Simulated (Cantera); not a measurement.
A perfectly stirred reactor is fed with CH4 : N2 = 1 : 2.3 (molar parts), at 760 Torr; it is held at 1800 K, and followed from long to short residence time.

Detailed kinetics in Cantera: GRI-Mech 3.0 (53 species, 325 reactions). GRI-Mech 3.0 stops at C3 and has no aromatics, soot or wall deposition, so with more carbon than oxygen in the feed, carbon stays in small species such as C2H2 where larger ones or solid carbon would form.

```csv
quantity,before,after
x(CH4) at τ = 0.600 s,0.0144,0.0154
x(C2H) at τ = 0.600 s,5.74e-7,8.36e-7
x(HCN) at τ = 0.600 s,6.07e-6,9.72e-6
x(H) at τ = 0.600 s,0.000198,0.000288
x(C2H4) at τ = 0.600 s,0.000892,0.000430
x(CH4) at τ = 15.0 ms,0.0846,0.0963
x(C2H) at τ = 15.0 ms,3.98e-7,5.16e-7
x(HCN) at τ = 15.0 ms,6.13e-7,7.61e-7
x(H) at τ = 15.0 ms,0.000139,0.000181
x(C2H4) at τ = 15.0 ms,0.00169,0.00198
```

Q: Which change was made?
A) pressure from 760 Torr to 0.503 Torr
B) temperature 1800 to 1900 K
C) pressure from 760 Torr to 45.8 Torr
D) pressure from 760 Torr to 338 Torr

A: D, pressure from 760 Torr to 338 Torr
